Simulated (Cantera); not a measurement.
## Al + O2 + H2 (metals in furnace atmospheres)

A closed system holds: 1 mol Al, 0.0036 mol O2, 4.2 mol H2, held at 0.510 Torr.

Cantera equilibrium calculation (NASA polynomials, part measured and part estimated; ideal gas, pure solids and liquids). Candidate condensed phases: Al, Al2O3, H2O; 19 gas species. Mutual solubility and eutectic melting of coexisting phases are not modelled. Kinetics and transport are ignored.

```json
[
 {"T (K)": "1050", "x H2": "1.000", "x Al": "4.48e-7", "x H": "3.11e-7", "x AlH": "1.72e-7", "x Al2O": "2.83e-8", "x Al2": "<1e-12", "x AlOH": "5.00e-12", "n Al(l)": "0.995", "n Al2O3(s)": "0.00240"},
 {"T (K)": "1100", "x H2": "1.000", "x Al": "2.28e-6", "x H": "9.91e-7", "x AlH": "6.00e-7", "x Al2O": "2.10e-7", "x Al2": "5.28e-12", "x AlOH": "3.27e-11", "n Al(l)": "0.995", "n Al2O3(s)": "0.00240"},
 {"T (K)": "1150", "x H2": "1.000", "x Al": "1.01e-5", "x H": "2.86e-6", "x AlH": "1.87e-6", "x Al2O": "1.31e-6", "x Al2": "4.53e-11", "x AlOH": "1.81e-10", "n Al(l)": "0.995", "n Al2O3(s)": "0.00240"},
 {"T (K)": "1200", "x H2": "1.000", "x Al": "3.91e-5", "x H": "7.57e-6", "x AlH": "5.30e-6", "x Al2O": "6.92e-6", "x Al2": "3.23e-10", "x AlOH": "8.64e-10", "n Al(l)": "0.995", "n Al2O3(s)": "0.00239"},
 {"T (K)": "1250", "x H2": "1.000", "x Al": "0.000136", "x H": "1.85e-5", "x AlH": "1.38e-5", "x Al2O": "3.19e-5", "x Al2": "1.96e-9", "x AlOH": "3.63e-9", "n Al(l)": "0.994", "n Al2O3(s)": "0.00236"},
 {"T (K)": "1300", "x H2": "0.999", "x Al": "0.000429", "x H": "4.24e-5", "x AlH": "3.31e-5", "x Al2O": "0.000130", "x Al2": "1.03e-8", "x AlOH": "1.36e-8", "n Al(l)": "0.993", "n Al2O3(s)": "0.00222"},
 {"T (K)": "1350", "x H2": "0.998", "x Al": "0.00124", "x H": "9.13e-5", "x AlH": "7.46e-5", "x Al2O": "0.000478", "x Al2": "4.76e-8", "x AlOH": "4.61e-8", "n Al(l)": "0.987", "n Al2O3(s)": "0.00173"},
 {"T (K)": "1400", "x H2": "0.995", "x Al": "0.00332", "x H": "0.000186", "x AlH": "0.000158", "x Al2O": "0.00159", "x Al2": "1.97e-7", "x AlOH": "1.43e-7", "n Al(l)": "0.972", "n Al2O3(s)": "0.000160"},
 {"T (K)": "1450", "x H2": "0.989", "x Al": "0.00829", "x H": "0.000361", "x AlH": "0.000317", "x Al2O": "0.00170", "x Al2": "7.36e-7", "x AlOH": "1.42e-7", "n Al(l)": "0.949", "n Al2O3(s)": "0"},
 {"T (K)": "1500", "x H2": "0.978", "x Al": "0.0194", "x H": "0.000667", "x AlH": "0.000604", "x Al2O": "0.00168", "x Al2": "2.51e-6", "x AlOH": "1.32e-7", "n Al(l)": "0.900", "n Al2O3(s)": "0"},
 {"T (K)": "1550", "x H2": "0.953", "x Al": "0.0431", "x H": "0.00118", "x AlH": "0.00110", "x Al2O": "0.00164", "x Al2": "7.89e-6", "x AlOH": "1.20e-7", "n Al(l)": "0.791", "n Al2O3(s)": "0"},
 {"T (K)": "1600", "x H2": "0.904", "x Al": "0.0907", "x H": "0.00198", "x AlH": "0.00188", "x Al2O": "0.00155", "x Al2": "2.30e-5", "x AlOH": "1.06e-7", "n Al(l)": "0.556", "n Al2O3(s)": "0"},
 {"T (K)": "1650", "x H2": "0.810", "x Al": "0.182", "x H": "0.00314", "x AlH": "0.00303", "x Al2O": "0.00139", "x Al2": "6.28e-5", "x AlOH": "8.57e-8", "n Al(l)": "0.0273", "n Al2O3(s)": "0"}
]
```
x: gas mole fraction; n: condensed amount in mol.

From 1050 K to 1400 K the condensed part is Al(l) + Al2O3(s). From 1450 K to 1650 K the condensed part is Al(l). The main Al-bearing gas is Al throughout.
